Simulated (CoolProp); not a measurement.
Propane along the isobar 5.25 MPa: fugacity coefficient from the reference equation and from simpler models built on Tc = 369.9 K, pc = 4.251 MPa, ω = 0.152; each cubic takes its own stable root.

Model: reference Helmholtz-energy equation of state, Lemmon 2009, in CoolProp.

```
T (K)          phase  reference  Soave-Redlich-Kwong  Peng-Robinson
-----  -------------  ---------  -------------------  -------------
333.3         liquid     0.3467               0.3564         0.3422
357.2         liquid     0.4850               0.4955         0.4758
381.1  supercritical     0.6230               0.6276         0.6030
405    supercritical     0.7035               0.7068         0.6801
428.9  supercritical     0.7571               0.7614         0.7341
452.8  supercritical     0.7983               0.8041         0.7768
476.7  supercritical     0.8314               0.8386         0.8117
500.6  supercritical     0.8585               0.8669         0.8407
524.4  supercritical     0.8809               0.8904         0.8649
548.3  supercritical     0.8998               0.9101         0.8855
572.2  supercritical     0.9158               0.9267         0.9029
596.1  supercritical     0.9295               0.9408         0.9179
620    supercritical     0.9412               0.9527         0.9307
```
